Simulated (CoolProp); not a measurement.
The fluid at 298.15 K and 0.0157 MPa is compressed adiabatically to 0.107 MPa with isentropic efficiency 1. The same conditions are run with several fluids, on thermodynamics alone (safety and materials aside).

Values from CoolProp's reference Helmholtz-energy equation of state of each fluid (R123: Younglove 1994; R141b: Lemmon 2006; sulfur dioxide: Gao 2016; C3F8 (R218): Lemmon 2006; the fluoroketone C6F12O (FK-5-1-12): McLinden 2015).

### Question
Rank R123, R141b, sulfur dioxide, C3F8 (R218), the fluoroketone C6F12O (FK-5-1-12) by work (kJ/kg), highest first.

### Answer
sulfur dioxide (90.3), R141b (43.9), R123 (33.1), C3F8 (R218) (26.5), the fluoroketone C6F12O (FK-5-1-12) (14.9)

```tsv
fluid	final temperature (K)	final phase	final density (kg/m³)
R123	347.5	gas	5.82
R141b	355.3	gas	4.33
sulfur dioxide	435.7	gas	1.90
C3F8 (R218)	331.5	gas	7.41
the fluoroketone C6F12O (FK-5-1-12)	323.8	two-phase, vapour fraction 0.936	14.4
```
